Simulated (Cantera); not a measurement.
## Hydrocarbon pyrolysis for carbon deposition

An isothermal, constant-pressure homogeneous reactor starts with 21.3 % C₂H₆, 78.7 % N₂, at 1800 K and 0.000987 atm.

Computed with Cantera and GRI-Mech 3.0 (53 species, 325 reactions). GRI-Mech 3.0 stops at C3 and has no aromatics, soot or wall deposition, so with more carbon than oxygen in the feed, carbon stays in small species such as C2H2 where larger ones or solid carbon would form. Radical loss at walls, strong at low pressure, is not modelled.

```
t (s)       x C₂H₆      x H₂    x C₂H₄     x C₂H     x CH₄       x H     x CH₃
--------  --------  --------  --------  --------  --------  --------  --------
0.000200     0.196  0.000241  0.000159    <1e-12  0.000544  0.000137    0.0245
0.000431     0.177   0.00262   0.00186  2.37e-10   0.00228  0.000671    0.0460
0.000928     0.130    0.0168    0.0149   6.60e-8   0.00850   0.00182    0.0761
0.00200     0.0527    0.0557    0.0517   2.39e-6    0.0270   0.00364    0.0991
0.00431    0.00434     0.122    0.0649   1.61e-5    0.0531   0.00575    0.0627
0.00928   0.000142     0.184    0.0356   1.56e-5    0.0564   0.00372    0.0220
0.0200     3.73e-5     0.215    0.0158   9.76e-6    0.0518   0.00213   0.00958
0.0431     1.56e-5     0.233   0.00583   6.56e-6    0.0464   0.00139   0.00526
0.0928     7.66e-6     0.245   0.00192   4.88e-6    0.0409   0.00104   0.00334
0.200      4.07e-6     0.254  0.000805   3.99e-6    0.0348  0.000856   0.00229
0.431      2.25e-6     0.263  0.000422   3.67e-6    0.0278  0.000797   0.00166
0.928      1.18e-6     0.273  0.000209   3.87e-6    0.0194  0.000855   0.00120
2.00       4.54e-7     0.284   7.71e-5   4.60e-6    0.0107   0.00103  0.000778
```
x: mole fraction; the columns are a selection and need not sum to one.

Equilibrium at this temperature and pressure: C₂H₆ <1e-12, H₂ 0.295, C₂H₄ 5.87e-7, C₂H 1.58e-5, CH₄ 2.70e-6, H 0.00619, CH₃ 1.14e-6 (gas phase only).
